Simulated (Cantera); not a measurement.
A closed system holds: 1 mol SiH₄, 0.067 mol Cl₂, 62 mol H₂, 0.55 mol HCl, equilibrated at 1277 °C and 0.0100 bar.

Method: chemical equilibrium by Gibbs-energy minimisation in Cantera with the NASA 1993 tables (ideal gas, pure condensed phases). Candidate condensed phases: Si; 19 gas species. The numbers say what is thermodynamically allowed, not how fast it happens.

Base state: H₂ 0.989, HCl 0.00992, SiCl₂ 0.000331, H 0.000313 (mole fractions); condensed: Si(s).

Problem. What changes in the equilibrium state with this change: SiH₄ replaced by SiCl₄?

Solution. 
| species | before | after |
|---|---|---|
| H₂ | 0.989 | 0.937 |
| HCl | 0.00992 | 0.0525 |
| SiCl₂ | 0.000331 | 0.00981 |
| SiCl₃ | 6.02e-7 | 9.71e-5 |
| Cl | 2.51e-6 | 1.36e-5 |
| H | 0.000313 | 0.000305 |
| Si(s), mol | 0.978 | 0.358 |
The tables' values for SiCl₃ are old estimates; treat these amounts as uncertain.
